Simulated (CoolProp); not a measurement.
Vapour-liquid equilibrium of n-hexane (1) + hexamethyldisiloxane (MM) (2) at 0.0244 MPa; x and y are mole fractions of (1).

Values from CoolProp's multi-fluid Helmholtz-energy mixture model, Thol 2019 and Thol 2016; pair parameters Bell 2016.

Task: Give the bubble temperature and the first vapour's composition at x = 0.2, 0.8, 0.95. Is there an azeotrope?

Result: x = 0.2: 50.8 °C, y = 0.399; x = 0.8: 33.9 °C, y = 0.938; x = 0.95: 30.5 °C, y = 0.988. No azeotrope shows between x = 0.05 and 0.95.

Pair parameters are fitted to limited data, so mixtures are less certain than the pure fluids.
